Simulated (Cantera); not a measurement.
Mixture: H₂ : O₂ : N₂ = 1 : 1.19 : 4.48 (molar parts), equivalence ratio 0.42, at 683 Torr, adiabatic and at constant pressure. Ignition delay is the time to a rise of 400 K.

Detailed kinetics in Cantera: GRI-Mech 3.0 (53 species, 325 reactions). Where the delays flatten at high temperature, the 400 K rule measures the pace of heat release, not the induction time.

Question: What does this change do: constant volume in place of constant pressure?

Answer: 
```json
[
 {"quantity": "delay at 1175 K", "before": "68.3 µs", "after": "62.9 µs"},
 {"quantity": "delay at 1275 K", "before": "46.3 µs", "after": "40.5 µs"},
 {"quantity": "delay at 1375 K", "before": "37.1 µs", "after": "30.4 µs"},
 {"quantity": "delay at 1475 K", "before": "33.9 µs", "after": "25.8 µs"},
 {"quantity": "delay at 1575 K", "before": "34.0 µs", "after": "24.4 µs"}
]
```

Question: What does this change do: H2 1 to 1.9 parts?

Answer: 
| quantity | before | after |
|---|---|---|
| delay at 1175 K | 68.3 µs | 59.7 µs |
| delay at 1275 K | 46.3 µs | 37.8 µs |
| delay at 1375 K | 37.1 µs | 27.8 µs |
| delay at 1475 K | 33.9 µs | 22.9 µs |
| delay at 1575 K | 34.0 µs | 20.9 µs |
